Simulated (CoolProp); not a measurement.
R142b at 403.45 K and 5.93 MPa is throttled through a valve to 3.98 MPa with no heat exchange. Each further row changes one setting.

Model: reference Helmholtz-energy equation of state, Lemmon 2006, in CoolProp. It is a short technical equation, of lower accuracy than the large ones.

```
case                      temperature change (K)                       final phase  final density (kg/m³)
------------------------  ----------------------  --------------------------------  ---------------------
as stated                                    ___                            liquid                    ___
outlet pressure 1.19 MPa                   -57.1  two-phase, vapour fraction 0.547                   93.3
outlet pressure 5.17 MPa                     ___                            liquid                    ___
```

Fill in the missing entries.


- as stated, temperature change (K): -3.3
- as stated, final density (kg/m³): 747
- outlet pressure 5.17 MPa, temperature change (K): -1.1
- outlet pressure 5.17 MPa, final density (kg/m³): 775
